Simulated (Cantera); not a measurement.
A perfectly stirred reactor is fed with H2 : O2 : N2 = 1 : 0.417 : 1.57 (molar parts), at 0.580 bar; it is adiabatic with a 350 K inlet, and is followed from long to short residence time, starting on the burning branch (τ in s: 0.022, 0.014, 0.0083, 0.0051, 0.0031, 0.0019, 0.0011, 0.0007, 0.00042, 0.00026, 0.00016, 9.5e-05, 5.8e-05).

Detailed kinetics in Cantera: the H2/O2 subset of GRI-Mech 3.0, which has no nitrogen chemistry.

Q: What does this change do: inlet temperature 350 to 725 K?

A: 
| quantity | before | after |
|---|---|---|
| blow-out, bracketed by the residence times tried | burning at 58.0 µs, the shortest tried | burning at 58.0 µs, the shortest tried |
| x(H2) at τ = 22.0 ms | 0.0665 | 0.0703 |
| x(O2) at τ = 22.0 ms | 0.00145 | 0.00289 |
| x(H2O2) at τ = 22.0 ms | 5.94e-8 | 9.55e-8 |
| x(H2O) at τ = 22.0 ms | 0.310 | 0.299 |
| x(O) at τ = 22.0 ms | 0.000707 | 0.00164 |
| x(H2) at τ = 1.10 ms | 0.0725 | 0.0771 |
| x(O2) at τ = 1.10 ms | 0.00769 | 0.00882 |
| x(H2O2) at τ = 1.10 ms | 2.32e-7 | 1.55e-7 |
| x(H2O) at τ = 1.10 ms | 0.280 | 0.269 |
| x(O) at τ = 1.10 ms | 0.00430 | 0.00574 |

Q: What does this change do: O2 0.417 to 0.61 parts?

A: 
| quantity | before | after |
|---|---|---|
| blow-out, bracketed by the residence times tried | burning at 58.0 µs, the shortest tried | burning at 58.0 µs, the shortest tried |
| x(H2) at τ = 22.0 ms | 0.0665 | 0.0136 |
| x(O2) at τ = 22.0 ms | 0.00145 | 0.0411 |
| x(H2O2) at τ = 22.0 ms | 5.94e-8 | 3.37e-7 |
| x(H2O) at τ = 22.0 ms | 0.310 | 0.341 |
| x(O) at τ = 22.0 ms | 0.000707 | 0.00397 |
| x(H2) at τ = 1.10 ms | 0.0725 | 0.0276 |
| x(O2) at τ = 1.10 ms | 0.00769 | 0.0462 |
| x(H2O2) at τ = 1.10 ms | 2.32e-7 | 2.96e-7 |
| x(H2O) at τ = 1.10 ms | 0.280 | 0.312 |
| x(O) at τ = 1.10 ms | 0.00430 | 0.00941 |

Q: What does this change do: pressure from 0.580 bar to 6.20 bar?

A: 
```csv
quantity,before,after
"blow-out, bracketed by the residence times tried","burning at 58.0 µs, the shortest tried","burning at 58.0 µs, the shortest tried"
x(H2) at τ = 22.0 ms,0.0665,0.0647
x(O2) at τ = 22.0 ms,0.00145,0.000113
x(H2O2) at τ = 22.0 ms,5.94e-8,5.13e-8
x(H2O) at τ = 22.0 ms,0.310,0.322
x(O) at τ = 22.0 ms,0.000707,4.20e-5
x(H2) at τ = 1.10 ms,0.0725,0.0654
x(O2) at τ = 1.10 ms,0.00769,0.000617
x(H2O2) at τ = 1.10 ms,2.32e-7,1.94e-7
x(H2O) at τ = 1.10 ms,0.280,0.318
x(O) at τ = 1.10 ms,0.00430,0.000172
```
The hydrogen kinetics of GRI-Mech 3.0 are dated; newer H2 mechanisms differ, most at raised pressure.
